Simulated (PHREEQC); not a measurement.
Solution (25 °C): 0.0027 mol/kgw LiOH and 1.1e-05 mol/kgw CO2. Closed to the air; pH follows from the charge balance.

Computed with PHREEQC (ion-association model, wateq4f.dat).

No solid was allowed to form.

Q: Predict the pH.

A: pH 11.40.

Q: In which forms is C present?

A: CO3-2 93 %, HCO3- 6.7 % of the C.

Complexes and solids missing from the database can't appear.
